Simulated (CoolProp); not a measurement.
Model: reference Helmholtz-energy equation of state, Guder 2009, in CoolProp.

For sulfur hexafluoride, give the phase and the density (kg/m³), speed of sound (m/s), expansivity (1/kK), viscosity (µPa s) at 113.85 °C and 16400 kPa.


- 113.85 °C and 16400 kPa: supercritical; density 1090, speed of sound 216, expansivity 5.29, viscosity 79.3

Viscosity comes from a separate model (Quiñones-Cisneros 2012).
